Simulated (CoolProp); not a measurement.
Ammonia at several states: Z from the reference equation and from simpler models built on Tc = 405.6 K, pc = 11.36 MPa, ω = 0.256; each cubic takes its own stable root.

Model: reference Helmholtz-energy equation of state, Gao 2020, in CoolProp.

| T (K) | p (MPa) | phase | reference |
|---|---|---|---|
| 618.8 | 1.78 | gas | 0.9885 |
| 329.7 | 2.58 | liquid | 0.02905 |
| 308.1 | 27.5 | liquid | 0.2988 |
| 266.2 | 0.385 | liquid | 0.004572 |

Task: How far does each simpler model (Redlich-Kwong, Soave-Redlich-Kwong, Peng-Robinson) lie from the reference over these 4 states: mean and median of the absolute difference, and the worst?

Result: 
- Redlich-Kwong: mean 5940.2 %, median 1412.9 %, worst +20934.6 % at 266.2 K and 0.385 MPa
- Soave-Redlich-Kwong: mean 20.0 %, median 25.8 %, worst +28.2 % at 329.7 K and 2.58 MPa
- Peng-Robinson: mean 9.0 %, median 11.5 %, worst +12.9 % at 329.7 K and 2.58 MPa

At some of these states Redlich-Kwong gives the other phase, because its saturation line lies elsewhere.
